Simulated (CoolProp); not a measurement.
R21 along the isotherm 473 K: fugacity coefficient from the reference equation and from simpler models built on Tc = 452.7 K, pc = 5.289 MPa, ω = 0.206; each cubic takes its own stable root.

Computed with CoolProp (reference Helmholtz-energy equation of state, Platzer 1990). This equation is an older, rougher fit; its heat capacities, sound speeds and derivatives of the liquid may be far off and weren't checked against measurements.

```json
[
 {"p (MPa)": "0.529", "phase": "gas", "reference": "?", "Redlich-Kwong": "?", "Soave-Redlich-Kwong": "0.9707", "Peng-Robinson": "0.9671"},
 {"p (MPa)": "1.06", "phase": "gas", "reference": "0.9427", "Redlich-Kwong": "0.9406", "Soave-Redlich-Kwong": "0.9416", "Peng-Robinson": "0.9348"},
 {"p (MPa)": "1.59", "phase": "gas", "reference": "0.9142", "Redlich-Kwong": "0.9114", "Soave-Redlich-Kwong": "0.9129", "Peng-Robinson": "0.9031"},
 {"p (MPa)": "2.12", "phase": "gas", "reference": "?", "Redlich-Kwong": "0.8825", "Soave-Redlich-Kwong": "0.8846", "Peng-Robinson": "0.8719"},
 {"p (MPa)": "2.64", "phase": "gas", "reference": "0.8581", "Redlich-Kwong": "0.8544", "Soave-Redlich-Kwong": "0.8570", "Peng-Robinson": "0.8419"},
 {"p (MPa)": "3.17", "phase": "gas", "reference": "0.8298", "Redlich-Kwong": "0.8260", "Soave-Redlich-Kwong": "0.8291", "Peng-Robinson": "0.8118"},
 {"p (MPa)": "3.7", "phase": "gas", "reference": "0.8015", "Redlich-Kwong": "?", "Soave-Redlich-Kwong": "0.8014", "Peng-Robinson": "0.7821"},
 {"p (MPa)": "4.23", "phase": "gas", "reference": "0.7730", "Redlich-Kwong": "0.7695", "Soave-Redlich-Kwong": "0.7738", "Peng-Robinson": "0.7527"},
 {"p (MPa)": "4.76", "phase": "gas", "reference": "0.7444", "Redlich-Kwong": "0.7412", "Soave-Redlich-Kwong": "0.7462", "Peng-Robinson": "?"},
 {"p (MPa)": "5.29", "phase": "supercritical", "reference": "0.7155", "Redlich-Kwong": "0.7127", "Soave-Redlich-Kwong": "0.7185", "Peng-Robinson": "0.6947"},
 {"p (MPa)": "5.82", "phase": "supercritical", "reference": "0.6861", "Redlich-Kwong": "0.6838", "Soave-Redlich-Kwong": "0.6905", "Peng-Robinson": "0.6658"},
 {"p (MPa)": "6.35", "phase": "supercritical", "reference": "0.6560", "Redlich-Kwong": "0.6538", "Soave-Redlich-Kwong": "0.6619", "Peng-Robinson": "0.6366"},
 {"p (MPa)": "6.88", "phase": "supercritical", "reference": "0.6252", "Redlich-Kwong": "0.6230", "Soave-Redlich-Kwong": "?", "Peng-Robinson": "?"},
 {"p (MPa)": "7.4", "phase": "supercritical", "reference": "0.5957", "Redlich-Kwong": "0.5943", "Soave-Redlich-Kwong": "0.6050", "Peng-Robinson": "0.5795"},
 {"p (MPa)": "7.93", "phase": "supercritical", "reference": "0.5679", "Redlich-Kwong": "0.5678", "Soave-Redlich-Kwong": "?", "Peng-Robinson": "0.5534"}
]
```

Complete the blanks.


- 0.529, reference: 0.9713
- 0.529, Redlich-Kwong: 0.9702
- 2.12, reference: 0.8859
- 3.7, Redlich-Kwong: 0.7977
- 4.76, Peng-Robinson: 0.7236
- 6.88, Soave-Redlich-Kwong: 0.6328
- 6.88, Peng-Robinson: 0.6073
- 7.93, Soave-Redlich-Kwong: 0.5789
